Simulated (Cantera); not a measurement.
An adiabatic, constant-volume homogeneous reactor starts with H2 : O2 : N2 = 1 : 0.781 : 2.94 (molar parts), at 1525 K and 720000 Pa. Integrator tolerance rtol = 1e-08.

Detailed kinetics in Cantera: the H2/O2 subset of GRI-Mech 3.0, which has no nitrogen chemistry. The hydrogen kinetics of GRI-Mech 3.0 are dated; newer H2 mechanisms differ, most at raised pressure.

**Question.** What does this change do: constant pressure in place of constant volume?

**Answer.** 
```tsv
quantity	before	after
time of steepest temperature rise	1.81 µs	1.85 µs
temperature at 0.400 s	2997 K	2807 K
equilibrium temperature	2997 K	2807 K
x(H2) at 0.400 s	0.0104 (gas-phase equilibrium 0.0104)	0.00722 (gas-phase equilibrium 0.00722)
x(O2) at 0.400 s	0.0604 (gas-phase equilibrium 0.0604)	0.0617 (gas-phase equilibrium 0.0617)
x(H2O2) at 0.400 s	3.12e-6 (gas-phase equilibrium 3.12e-6)	1.81e-6 (gas-phase equilibrium 1.81e-6)
x(H2O) at 0.400 s	0.205 (gas-phase equilibrium 0.205)	0.214 (gas-phase equilibrium 0.214)
x(OH) at 0.400 s	0.0292 (gas-phase equilibrium 0.0292)	0.0224 (gas-phase equilibrium 0.0224)
```

**Question.** What does this change do: initial temperature 1525 to 1250 K?

**Answer.** 
```tsv
quantity	before	after
time of steepest temperature rise	1.81 µs	8.65 µs
temperature at 0.400 s	2997 K	2871 K
equilibrium temperature	2997 K	2871 K
x(H2) at 0.400 s	0.0104 (gas-phase equilibrium 0.0104)	0.00642 (gas-phase equilibrium 0.00642)
x(O2) at 0.400 s	0.0604 (gas-phase equilibrium 0.0604)	0.0617 (gas-phase equilibrium 0.0617)
x(H2O2) at 0.400 s	3.12e-6 (gas-phase equilibrium 3.12e-6)	2.93e-6 (gas-phase equilibrium 2.93e-6)
x(H2O) at 0.400 s	0.205 (gas-phase equilibrium 0.205)	0.215 (gas-phase equilibrium 0.215)
x(OH) at 0.400 s	0.0292 (gas-phase equilibrium 0.0292)	0.0218 (gas-phase equilibrium 0.0218)
```

**Question.** What does this change do: N2 2.94 to 2.3 parts?

**Answer.** 
| quantity | before | after |
|---|---|---|
| time of steepest temperature rise | 1.81 µs | 1.55 µs |
| temperature at 0.400 s | 2997 K | 3111 K |
| equilibrium temperature | 2997 K | 3111 K |
| x(H2) at 0.400 s | 0.0104 (gas-phase equilibrium 0.0104) | 0.0155 (gas-phase equilibrium 0.0155) |
| x(O2) at 0.400 s | 0.0604 (gas-phase equilibrium 0.0604) | 0.0697 (gas-phase equilibrium 0.0697) |
| x(H2O2) at 0.400 s | 3.12e-6 (gas-phase equilibrium 3.12e-6) | 4.53e-6 (gas-phase equilibrium 4.53e-6) |
| x(H2O) at 0.400 s | 0.205 (gas-phase equilibrium 0.205) | 0.231 (gas-phase equilibrium 0.231) |
| x(OH) at 0.400 s | 0.0292 (gas-phase equilibrium 0.0292) | 0.0405 (gas-phase equilibrium 0.0405) |
Above 3000 K some thermodynamic fits are extrapolated.
